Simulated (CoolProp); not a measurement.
Model: reference Helmholtz-energy equation of state, Gao 2016, in CoolProp.

Q: For sulfur dioxide, give the phase and the cv (kJ/(kg K)), isothermal compressibility (1/MPa), expansivity (1/kK) at 305.6 K and 49.8 bar; 331.3 K and 49.8 bar; 344.1 K and 49.8 bar.

A: 
- 305.6 K and 49.8 bar: liquid; cv 0.807, isothermal compressibility 0.00167, expansivity 2.07
- 331.3 K and 49.8 bar: liquid; cv 0.802, isothermal compressibility 0.00242, expansivity 2.44
- 344.1 K and 49.8 bar: liquid; cv 0.801, isothermal compressibility 0.00303, expansivity 2.71
